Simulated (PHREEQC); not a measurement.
A solution holds 0.0064 mol HCl, 6e-05 mol MnSO4 and 5.8e-05 mol Na2SO4 per kg of water, at 25 °C. Closed to the air; pH follows from the charge balance.

The numbers come from PHREEQC with the ion-association model, phreeqc.dat.

The ionic strength comes out as 0.00674 mol/kgw. What activity coefficients do Na+, HSO4-, SO4-2, Mn+2, Cl- get?

Na+ 0.92, HSO4- 0.92, SO4-2 0.71, Mn+2 0.72, Cl- 0.92.

Precipitation was switched off in this run.
